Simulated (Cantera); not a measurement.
## Stirred combustor or abatement burner

A perfectly stirred reactor is fed with CH4 : C2H6 : O2 : N2 = 1.5 : 0.088 : 3.61 : 39.7 (molar parts), equivalence ratio 0.92, at 1.01 bar; it is adiabatic with a 548 K inlet, and is followed from long to short residence time, starting on the burning branch (τ in s: 0.23, 0.095, 0.039, 0.016, 0.0065, 0.0026, 0.0011, 0.00044, 0.00018, 7.3e-05, 3e-05, 1.2e-05, 4.9e-06).

Computed with Cantera and GRI-Mech 3.0 (53 species, 325 reactions).

| τ (s) | T (K) | x CH4 | x C2H6 | x O2 | x CH3 | x NO2 | x CH2O | x O |
|---|---|---|---|---|---|---|---|---|
| 0.23 | 1412 | 1.84e-5 | 2.76e-7 | 0.00705 | 2.37e-6 | 5.80e-9 | 1.58e-6 | 3.63e-5 |
| 0.095 | 1407 | 3.33e-5 | 4.89e-7 | 0.00733 | 3.94e-6 | 5.37e-9 | 2.79e-6 | 6.10e-5 |
| 0.039 | 1398 | 6.24e-5 | 8.85e-7 | 0.00782 | 6.69e-6 | 4.78e-9 | 4.94e-6 | 9.84e-5 |
| 0.016 | 1383 | 0.000124 | 1.69e-6 | 0.00871 | 1.19e-5 | 3.91e-9 | 8.97e-6 | 0.000147 |
| 0.0065 | 1353 | 0.000311 | 4.08e-6 | 0.0107 | 2.53e-5 | 2.77e-9 | 1.92e-5 | 0.000180 |
| 0.0026 | 548 | 0.0334 | 0.00196 | 0.0804 | <1e-12 | <1e-12 | <1e-12 | <1e-12 |
| 0.0011 | 548 | 0.0334 | 0.00196 | 0.0804 | <1e-12 | <1e-12 | <1e-12 | <1e-12 |
| 0.00044 | 548 | 0.0334 | 0.00196 | 0.0804 | <1e-12 | <1e-12 | <1e-12 | <1e-12 |
| 0.00018 | 548 | 0.0334 | 0.00196 | 0.0804 | <1e-12 | <1e-12 | <1e-12 | <1e-12 |
| 7.3e-5 | 548 | 0.0334 | 0.00196 | 0.0804 | <1e-12 | <1e-12 | <1e-12 | <1e-12 |
| 3.0e-5 | 548 | 0.0334 | 0.00196 | 0.0804 | <1e-12 | <1e-12 | <1e-12 | <1e-12 |
| 1.2e-5 | 548 | 0.0334 | 0.00196 | 0.0804 | <1e-12 | <1e-12 | <1e-12 | <1e-12 |
| 4.9e-6 | 548 | 0.0334 | 0.00196 | 0.0804 | <1e-12 | <1e-12 | <1e-12 | <1e-12 |
x: mole fraction; the columns are a selection and need not sum to one.
